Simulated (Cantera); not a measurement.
A Cantera script and what it prints.

```python
import numpy as np
import cantera as ct

gas_names = """
    B BH BH2 BH3 BO BO2 B2 B2O B2O2 B2O3 B3O3H3 H HBO HBO2 HO2 H2 H2O H2O2 H3B3O6 O OH O2 O3
""".split()
cond_names = """
    B(b) B(L) B2O3(L) B3O3H3(cr) H2O(s) H2O(L)
""".split()


def load(file, names, dense=False):
    # The tables refer to 1 bar. Condensed volumes are neglected.
    table = {s.name: s for s in ct.Species.list_from_file(file)}
    out = []
    for n in names:
        d = dict(table[n].input_data)
        d["thermo"] = dict(d["thermo"], **{"reference-pressure": 1e5})
        if dense:
            d["equation-of-state"] = {"model": "constant-volume", "density": "1e6 g/cm^3"}
        out.append(ct.Species.from_dict(d))
    return out


gas = ct.Solution(thermo="ideal-gas", species=load("nasa_gas.yaml", gas_names))
cond = {s.name: ct.Solution(thermo="fixed-stoichiometry", species=[s], name=s.name)
        for s in load("nasa_condensed.yaml", cond_names, dense=True)}
atoms = {
    'B2H6': {'B': 2, 'H': 6},
    'H2O': {'H': 2, 'O': 1},
}
top_T = {}  # K; cautious upper limits of use, not melting points


def equilibrate(T, P, feed):
    n = {}
    for name, mol in feed.items():
        for a, k in atoms[name].items():
            n[a] = n.get(a, 0.0) + k * mol
    gas.TPX = T, P, n
    mass = sum(n.values()) * gas.mean_molecular_weight
    gas.equilibrate("TP")
    valid = [c for c in cond.values() if c.min_temp <= T <= top_T.get(c.name, c.max_temp)]
    mix = ct.Mixture([(gas, mass / gas.mean_molecular_weight)] + [(c, 0.0) for c in valid])
    mix.T, mix.P = T, P
    mix.equilibrate("TP", solver="vcs", rtol=1e-11, max_steps=5000)
    return mix


results = []
feed = {'B2H6': 1, 'H2O': 0.17}  # mol
P = 133.322  # Pa
for T in [923, 1123, 1323, 1523, 1723, 1923, 2123]:
    mix = equilibrate(T, P, feed)
    results.append((T, P, feed, dict(zip(mix.species_names, mix.species_moles))))
    x = sorted(zip(gas.X, gas.species_names), reverse=True)
    print(f"T = {T:g} K  P = {P:g} Pa  gas = {mix.phase_moles(0):.4g} mol")
    print("   x: " + "  ".join(f"{s} {v:.3e}" for v, s in x if v > 1e-05))
    print("   condensed (mol): " + ("  ".join(f"{mix.phase(i).name} {mix.phase_moles(i):.4g}"
          for i in range(1, mix.n_phases) if mix.phase_moles(i) > 1e-12) or "none"))
```

Output:

```
T = 923 K  P = 133.322 Pa  gas = 3.17 mol
   x: H2 9.998e-01  B3O3H3 2.008e-04
   condensed (mol): B(b) 1.886  B2O3(L) 0.05603
T = 1123 K  P = 133.322 Pa  gas = 3.17 mol
   x: H2 9.994e-01  HBO 3.898e-04  B3O3H3 2.429e-04
   condensed (mol): B(b) 1.885  B2O3(L) 0.05547
T = 1323 K  P = 133.322 Pa  gas = 3.193 mol
   x: H2 9.868e-01  HBO 1.093e-02  B2O2 1.558e-03  B2O3 2.607e-04  B3O3H3 2.499e-04  HBO2 1.730e-04  H 4.314e-05  BO 1.655e-05
   condensed (mol): B(b) 1.871  B2O3(L) 0.03969
T = 1523 K  P = 133.322 Pa  gas = 3.256 mol
   x: H2 9.566e-01  HBO 3.333e-02  B2O2 8.139e-03  H 6.191e-04  BO 5.441e-04  B2O3 5.217e-04  HBO2 2.396e-04  BH2 1.196e-05
   condensed (mol): B(b) 1.832
T = 1723 K  P = 133.322 Pa  gas = 3.269 mol
   x: H2 9.493e-01  HBO 3.597e-02  B2O2 6.019e-03  H 4.866e-03  BO 3.589e-03  B2O3 8.507e-05  BH2 6.958e-05  HBO2 6.474e-05  B2O 2.302e-05
   condensed (mol): B(b) 1.83
T = 1923 K  P = 133.322 Pa  gas = 3.318 mol
   x: H2 9.269e-01  HBO 3.135e-02  H 2.484e-02  BO 1.314e-02  B2O2 3.255e-03  BH2 2.738e-04  B2O 1.576e-04  B 2.634e-05  HBO2 1.571e-05  B2O3 1.162e-05
   condensed (mol): B(b) 1.829
T = 2123 K  P = 133.322 Pa  gas = 3.463 mol
   x: H2 8.593e-01  H 9.108e-02  BO 2.693e-02  HBO 1.958e-02  B2O2 1.022e-03  BH2 7.814e-04  B 6.865e-04  B2O 5.307e-04  BH 3.477e-05
   condensed (mol): B(b) 1.823
```

Cantera equilibrium calculation (NASA polynomials, part measured and part estimated; ideal gas, pure solids and liquids). The feed counts by its element totals alone. Mutual solubility and eutectic melting of coexisting phases are not modelled. The tables' values for BH2 are old estimates; treat these amounts as uncertain.
